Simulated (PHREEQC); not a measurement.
Dissolve 0.022 mol/kgw HCl, 0.00097 mol/kgw AlCl3 and 0.00028 mol/kgw MnSO4 at 20 °C. Closed to the air; pH follows from the charge balance.

The numbers come from PHREEQC with the ion-association model, phreeqc.dat.

Each row changes one thing in this solution. Precipitation was switched off in this run.

| case | pH | ionic strength (mol/kgw) | Mn+2 (mol/kgw) | HSO4- (mol/kgw) | SO4-2 (mol/kgw) | MnCl+ (mol/kgw) | SI of Pyrochroite (Mn(OH)2) |
|---|---|---|---|---|---|---|---|
| as made | 1.72 | 0.0283 | 0.000264 | 0.000114 | 0.000108 | 1.47e-5 | -15.60 |
| MnSO4 from 0.00028 to 2.8e-05 mol/kgw | 1.71 | 0.0279 | 2.65e-5 | 1.14e-5 | 1.06e-5 | 1.48e-6 | -16.60 |
| HCl left out | 4.20 | 0.00599 | 0.000274 | 6.25e-7 | 0.000143 | 2.37e-6 | -10.51 |
| HCl from 0.022 to 0.0198 mol/kgw | 1.76 | 0.0261 | 0.000265 | 0.000107 | 0.000111 | 1.37e-5 | -15.50 |
| 0.016 mol/kgw Zn(NO3)2 added | 1.74 | 0.0756 | 0.000267 | 8.51e-5 | 0.000103 | 1.14e-5 | -15.66 |
| diluted 5-fold with water | 2.39 | 0.00571 | 5.50e-5 | 1.04e-5 | 3.70e-5 | 8.20e-7 | -14.82 |
| AlCl3 replaced by ZnCl2 at the same molality | 1.72 | 0.0256 | 0.000264 | 0.000140 | 0.000130 | 1.45e-5 | -15.60 |
| HCl replaced by MgCl2 at the same molality | 4.28 | 0.0721 | 0.000257 | 3.18e-7 | 0.000133 | 2.13e-5 | -10.59 |

Some of these states are supersaturated (in Gibbsite (slow to form), for instance).
